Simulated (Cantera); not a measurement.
Cantera run, input and output.

```python
import numpy as np
import cantera as ct

gas = ct.Solution("gri30.yaml")
gas.TPX = 1500, 2700000, {'CH4': 1, 'O2': 1.25, 'N2': 4.7, 'H2O': 0.17}
reactor = ct.IdealGasConstPressureReactor(gas, energy="on", clone=False)
net = ct.ReactorNet([reactor])
net.rtol, net.atol = 1e-08, 1e-16
show = ['CH4', 'O2', 'H2O', 'C2H', 'C2H6', 'CH2', 'CH2O']
times = np.geomspace(1e-06, 3, 13)

steps = ct.SolutionArray(gas, extra=["t"])
rows = []
print(f"{'t/s':>10s}{'T/K':>9s}{'P/Pa':>11s}" + "".join(f"{s:>11s}" for s in show))
for t in times:
    while net.time < t:
        t_next = net.step()
        steps.append(gas.state, t=t_next)
    rows.append([np.interp(t, steps.t, y) for y in (steps.T, steps.P, *steps(*show).X.T)])
    print(f"{t:10.3e}{rows[-1][0]:9.1f}{rows[-1][1]:11.4g}" + "".join(f"{x:11.3e}" for x in rows[-1][2:]))
rate = np.gradient(steps.T, steps.t)
print("integrator steps:", len(steps.t))
if steps.T.max() > steps.T[0] + 200:
    print(f"time of steepest temperature rise: {steps.t[rate.argmax()]:.4e} s")
gas.TPX = 1500, 2700000, {'CH4': 1, 'O2': 1.25, 'N2': 4.7, 'H2O': 0.17}
gas.equilibrate("HP")
print(f"equilibrium (HP): T = {gas.T:.1f} K  " + "  ".join(f"{s} {gas[s].X[0]:.3e}" for s in show))
```

It prints:

```
       t/s      T/K       P/Pa        CH4         O2        H2O        C2H       C2H6        CH2       CH2O
 1.000e-06   1500.0    2.7e+06  1.404e-01  1.756e-01  2.388e-02  1.485e-23  8.561e-09  8.663e-13  3.356e-07
 3.465e-06   1500.0    2.7e+06  1.404e-01  1.755e-01  2.389e-02  2.960e-20  7.748e-07  2.273e-11  6.581e-06
 1.201e-05   1500.6    2.7e+06  1.401e-01  1.754e-01  2.406e-02  5.261e-17  4.914e-05  2.673e-10  1.129e-04
 4.162e-05   1509.6    2.7e+06  1.377e-01  1.740e-01  2.576e-02  2.470e-14  5.786e-04  1.227e-09  8.849e-04
 1.442e-04   2759.9    2.7e+06  3.684e-10  5.092e-05  1.804e-01  4.197e-15  6.854e-20  2.282e-11  9.722e-08
 4.998e-04   2758.6    2.7e+06  3.739e-10  5.024e-05  1.803e-01  4.225e-15  7.034e-20  2.296e-11  9.737e-08
 1.732e-03   2758.5    2.7e+06  3.743e-10  5.018e-05  1.803e-01  4.227e-15  7.051e-20  2.297e-11  9.739e-08
 6.002e-03   2758.5    2.7e+06  3.743e-10  5.018e-05  1.803e-01  4.227e-15  7.051e-20  2.297e-11  9.739e-08
 2.080e-02   2758.5    2.7e+06  3.743e-10  5.018e-05  1.803e-01  4.227e-15  7.051e-20  2.297e-11  9.739e-08
 7.208e-02   2758.5    2.7e+06  3.743e-10  5.018e-05  1.803e-01  4.227e-15  7.051e-20  2.297e-11  9.739e-08
 2.498e-01   2758.5    2.7e+06  3.743e-10  5.018e-05  1.803e-01  4.227e-15  7.051e-20  2.297e-11  9.739e-08
 8.657e-01   2758.5    2.7e+06  3.743e-10  5.018e-05  1.803e-01  4.227e-15  7.051e-20  2.297e-11  9.739e-08
 3.000e+00   2758.5    2.7e+06  3.743e-10  5.018e-05  1.803e-01  4.227e-15  7.051e-20  2.297e-11  9.739e-08
integrator steps: 1936
time of steepest temperature rise: 9.6742e-05 s
equilibrium (HP): T = 2758.5 K  CH4 4.202e-10  O2 5.018e-05  H2O 1.803e-01  C2H 4.630e-15  C2H6 8.575e-20  CH2 2.514e-11  CH2O 9.739e-08
```

Computed with Cantera and GRI-Mech 3.0 (53 species, 325 reactions). The pressure lies above the range GRI-Mech 3.0 was tuned for (to about 10 atm).
